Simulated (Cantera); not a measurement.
Gas mixture: 100 % CH3OH, at 5.92 atm, frozen composition.

Cantera's kinetic-theory transport with the Lennard-Jones parameters of GRI-Mech 3.0, ideal gas; thermal conductivity in the mixture-averaged form. Polar gases are described roughly by these parameters. The composition is frozen, though it would react at the higher temperatures.

One state of this run: ρ (kg/m³) = 1.65; cp (J/kg/K) = 3214; μ (µPa s) = 41.1; λ (mW/m/K) = 176; Pr = 0.751; D (cm²/s) C2H2 = 0.336; D (cm²/s) N2 = 0.404; D (cm²/s) OH = 0.617. D: mixture-averaged diffusion coefficient of that species in the mixture.

### Question
Which value of T (K) does it belong to?
A. 2150
B. 900
C. 400
D. 1400

### Answer
D, 1400
